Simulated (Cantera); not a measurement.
Feed: 1 mol MgCO3, 3.3 mol H2, 18 mol O2, equilibrated at 525 K and 600 Torr.

Cantera equilibrium calculation (NASA polynomials, part measured and part estimated; ideal gas, pure solids and liquids). Candidate condensed phases: C, C6H6, C7H8, C8H18, H2O, Mg, MgCO3, MgO, Mg(OH)2; 116 gas species. Kinetics and transport are ignored.

Base state: O2 0.829, H2O 0.167, CO2 0.00365 (mole fractions); condensed: MgCO3(s) + MgO(s).

Task: What changes in the equilibrium state with this change: temperature from 525 K to 848 K?

Result: 
```csv
species,before,after
O2,0.829,0.792
H2O,0.167,0.160
CO2,0.00365,0.0484
"MgCO3(s), mol",0.928,0
"MgO(s), mol",0.0720,1.00
```

Task: What changes in the equilibrium state with this change: H2 from 3.3 to 1.1 mol?

Result: 
```json
[
 {"species": "O2", "before": "0.829", "after": "0.937"},
 {"species": "H2O", "before": "0.167", "after": "0.0591"},
 {"species": "CO2", "before": "0.00365", "after": "0.00365"},
 {"species": "MgCO3(s), mol", "before": "0.928", "after": "0.932"},
 {"species": "MgO(s), mol", "before": "0.0720", "after": "0.0680"}
]
```

Task: What changes in the equilibrium state with this change: temperature from 525 K to 1875 K?

Result: 
| species | before | after |
|---|---|---|
| O2 | 0.829 | 0.791 |
| H2O | 0.167 | 0.159 |
| CO2 | 0.00365 | 0.0484 |
| OH | <1e-9 | 0.00198 |
| O | <1e-9 | 0.000239 |
| CO | <1e-9 | 2.64e-5 |
| H2 | <1e-9 | 2.10e-5 |
| MgCO3(s), mol | 0.928 | 0 |
| MgO(s), mol | 0.0720 | 1.000 |
